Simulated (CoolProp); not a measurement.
Vapour-liquid equilibrium of R227EA (1) + isobutene (2) at 0.845 MPa; x and y are mole fractions of (1).

Model: multi-fluid Helmholtz-energy mixture model, Lemmon 2016 and Lemmon 2005; pair parameters Bell 2016, in CoolProp.

```json
[
 {"x": "0.05", "bubble temperature (K)": "331.8", "y at the bubble point": "0.130", "dew temperature at overall composition x (K)": "334.7", "liquid density (mol/L)": "9.484"},
 {"x": "0.2", "bubble temperature (K)": "323.6", "y at the bubble point": "0.356", "dew temperature at overall composition x (K)": "329.2", "liquid density (mol/L)": "9.165"},
 {"x": "0.35", "bubble temperature (K)": "320.0", "y at the bubble point": "0.477", "dew temperature at overall composition x (K)": "323.8", "liquid density (mol/L)": "8.802"},
 {"x": "0.5", "bubble temperature (K)": "318.1", "y at the bubble point": "0.569", "dew temperature at overall composition x (K)": "319.4", "liquid density (mol/L)": "8.462"},
 {"x": "0.65", "bubble temperature (K)": "317.4", "y at the bubble point": "0.663", "dew temperature at overall composition x (K)": "317.4", "liquid density (mol/L)": "8.164"},
 {"x": "0.8", "bubble temperature (K)": "317.6", "y at the bubble point": "0.778", "dew temperature at overall composition x (K)": "317.8", "liquid density (mol/L)": "7.901"},
 {"x": "0.95", "bubble temperature (K)": "319.2", "y at the bubble point": "0.935", "dew temperature at overall composition x (K)": "319.4", "liquid density (mol/L)": "7.654"}
]
```

y crosses x between x = 0.65 and 0.8: the model has an azeotrope there.

Pair parameters are fitted to limited data, so mixtures are less certain than the pure fluids.
